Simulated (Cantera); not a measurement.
**Thermodynamics of silicon nitride deposition, feed Si2Cl6 + N2 + H2**

Input: 1 mol Si2Cl6, 0.89 mol N2, 0.31 mol H2, equilibrated at 1098.15 K and 7.50 Torr.

These are equilibrium values from Cantera (NASA tables, ideal gas, pure condensed phases), not measurements of a reactor. Candidate condensed phases: NH4Cl, Si, Si3N4; 28 gas species. The feed counts by its element totals alone. N2 is the only nitrogen source here; it is nearly inert below about 1500 K, so the nitride shown seldom forms there in practice. The tables' values for SiCl3 are old estimates; treat these amounts as uncertain. Rates play no part.

x(SiCl4): 0.566
x(HCl): 0.212
x(N2): 0.196
x(H2): 0.0220
x(SiCl3): 0.00315
x(SiHCl3): 0.000853
x(SiCl2): 0.000247
n(Si3N4(s)): 0.208 mol
gas amount: 2.413 mol
log10 activity of Si(s) (absent): -4.23
